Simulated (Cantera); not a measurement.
An isothermal, constant-pressure homogeneous reactor starts with N2O : O2 = 1 : 0.081 (molar parts), at 1150 K and 1400 Pa.

Detailed kinetics in Cantera: GRI-Mech 3.0 (53 species, 325 reactions). GRI-Mech 3.0 was tuned for natural gas; its chemistry of N2O as a main component is partial and can be far from experiment. Radical loss at walls, strong at low pressure, is not modelled. The mechanism lacks the step 2 NO + O2 → 2 NO2, which can matter for NO2 below about 1400 K. The temperature is held fixed by assumption; the heat of reaction is taken as removed at once.

x: mole fraction; the columns are a selection and need not sum to one.

| t (s) | x N2O | x O2 | x NO2 | x N2 | x NO | x O |
|---|---|---|---|---|---|---|
| 1.00e-6 | 0.925 | 0.0749 | <1e-12 | 1.49e-9 | <1e-12 | 1.48e-9 |
| 4.61e-6 | 0.925 | 0.0749 | <1e-12 | 6.87e-9 | 4.99e-12 | 6.82e-9 |
| 2.13e-5 | 0.925 | 0.0749 | <1e-12 | 3.21e-8 | 1.04e-10 | 3.10e-8 |
| 9.80e-5 | 0.925 | 0.0749 | <1e-12 | 1.57e-7 | 2.12e-9 | 1.33e-7 |
| 0.000452 | 0.925 | 0.0749 | <1e-12 | 8.67e-7 | 3.67e-8 | 4.56e-7 |
| 0.00208 | 0.925 | 0.0749 | <1e-12 | 5.20e-6 | 3.93e-7 | 7.93e-7 |
| 0.00960 | 0.925 | 0.0749 | 1.12e-12 | 2.66e-5 | 2.30e-6 | 8.11e-7 |
| 0.0443 | 0.925 | 0.0750 | 2.61e-11 | ? | ? | 8.11e-7 |
| 0.204 | 0.924 | 0.0752 | 5.51e-10 | 0.000579 | 5.17e-5 | 8.11e-7 |
| 0.941 | 0.921 | 0.0761 | ? | ? | ? | 8.11e-7 |
| 4.34 | 0.906 | 0.0803 | 1.38e-7 | 0.0122 | 0.00109 | 8.11e-7 |
| 20.0 | 0.843 | 0.0984 | 9.51e-7 | 0.0535 | 0.00478 | 8.11e-7 |

### Question
Complete the blanks.

### Answer

- 0.0443, x N2: 0.000125
- 0.0443, x NO: 1.11e-5
- 0.941, x NO2: 1.04e-8
- 0.941, x N2: 0.00267
- 0.941, x NO: 0.000238
